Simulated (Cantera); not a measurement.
Input (Python, Cantera):

```python
import numpy as np
import cantera as ct

gas = ct.Solution("gri30.yaml")
gas.TPX = 950, 13332, {'H2': 0.75, 'O2': 1, 'N2': 5}
reactor = ct.IdealGasConstPressureReactor(gas, energy="off", clone=False)
net = ct.ReactorNet([reactor])
net.rtol, net.atol = 1e-08, 1e-18
show = ['H2', 'O2', 'OH', 'N2O', 'HO2', 'O', 'H2O']
times = np.geomspace(1e-05, 8, 13)

steps = ct.SolutionArray(gas, extra=["t"])
rows = []
print(f"{'t/s':>10s}{'T/K':>9s}{'P/Pa':>11s}" + "".join(f"{s:>11s}" for s in show))
for t in times:
    while net.time < t:
        t_next = net.step()
        steps.append(gas.state, t=t_next)
    rows.append([np.interp(t, steps.t, y) for y in (steps.T, steps.P, *steps(*show).X.T)])
    print(f"{t:10.3e}{rows[-1][0]:9.1f}{rows[-1][1]:11.4g}" + "".join(f"{x:11.3e}" for x in rows[-1][2:]))
rate = np.gradient(steps.T, steps.t)
print("integrator steps:", len(steps.t))
if steps.T.max() > steps.T[0] + 200:
    print(f"time of steepest temperature rise: {steps.t[rate.argmax()]:.4e} s")
gas.TPX = 950, 13332, {'H2': 0.75, 'O2': 1, 'N2': 5}
gas.equilibrate("TP")
print(f"equilibrium (TP): T = {gas.T:.1f} K  " + "  ".join(f"{s} {gas[s].X[0]:.3e}" for s in show))
```

Result:

```
       t/s      T/K       P/Pa         H2         O2         OH        N2O        HO2          O        H2O
 1.000e-05    950.0  1.333e+04  1.111e-01  1.481e-01  9.127e-14  1.954e-21  3.824e-12  1.352e-13  7.086e-14
 3.104e-05    950.0  1.333e+04  1.111e-01  1.481e-01  4.904e-13  2.217e-20  1.214e-11  1.079e-12  1.281e-12
 9.635e-05    950.0  1.333e+04  1.111e-01  1.481e-01  2.606e-12  4.138e-19  4.081e-11  7.646e-12  2.062e-11
 2.991e-04    950.0  1.333e+04  1.111e-01  1.481e-01  2.882e-11  1.151e-17  2.034e-10  9.202e-11  5.159e-10
 9.283e-04    950.0  1.333e+04  1.111e-01  1.481e-01  1.050e-08  5.288e-15  3.974e-08  3.379e-08  2.338e-07
 2.882e-03    950.0  1.333e+04  1.474e-02  1.049e-01  1.336e-03  3.540e-09  1.974e-05  2.154e-03  9.522e-02
 8.944e-03    950.0  1.333e+04  1.050e-03  9.845e-02  7.222e-05  7.202e-09  1.007e-05  6.597e-05  1.165e-01
 2.776e-02    950.0  1.333e+04  2.844e-04  9.815e-02  2.406e-05  8.230e-09  4.597e-06  1.210e-05  1.173e-01
 8.618e-02    950.0  1.333e+04  5.760e-05  9.806e-02  1.068e-05  8.823e-09  1.371e-06  2.008e-06  1.176e-01
 2.675e-01    950.0  1.333e+04  6.088e-06  9.804e-02  4.909e-06  9.088e-09  1.863e-07  2.411e-07  1.176e-01
 8.303e-01    950.0  1.333e+04  3.078e-07  9.804e-02  2.062e-06  9.185e-09  1.584e-08  3.165e-08  1.176e-01
 2.577e+00    950.0  1.333e+04  8.889e-09  9.804e-02  9.360e-07  9.229e-09  2.219e-09  6.307e-09  1.176e-01
 8.000e+00    950.0  1.333e+04  8.821e-10  9.804e-02  4.817e-07  9.255e-09  5.783e-10  1.682e-09  1.176e-01
integrator steps: 1546
equilibrium (TP): T = 950.0 K  H2 1.887e-11  O2 9.803e-02  OH 6.119e-08  N2O 3.799e-10  HO2 1.485e-10  O 2.743e-11  H2O 1.176e-01
```

Model: GRI-Mech 3.0 (53 species, 325 reactions), integrated in Cantera. Radical loss at walls, strong at low pressure, is not modelled. The temperature is held fixed by assumption; the heat of reaction is taken as removed at once.
